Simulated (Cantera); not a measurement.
Mixture: CH4 : O2 : N2 : H2O = 1 : 4.55 : 17.1 : 1.2 (molar parts), at 2930 Torr, adiabatic and at constant pressure. Ignition delay is the time to a rise of 400 K.

Cantera simulation using GRI-Mech 3.0 (53 species, 325 reactions); the numbers are that mechanism's predictions, not measurements.

**Question.** What does this change do: 0.044 parts C2H6 added?

**Answer.** 
```tsv
quantity	before	after
delay at 1225 K	6.64 ms	2.79 ms
delay at 1275 K	3.61 ms	1.58 ms
delay at 1325 K	2.02 ms	0.915 ms
delay at 1375 K	1.16 ms	0.541 ms
delay at 1425 K	0.689 ms	0.326 ms
delay at 1475 K	0.418 ms	0.201 ms
delay at 1525 K	0.261 ms	0.127 ms
apparent activation energy between 1425 and 1525 K	180 kJ/mol	170 kJ/mol
```
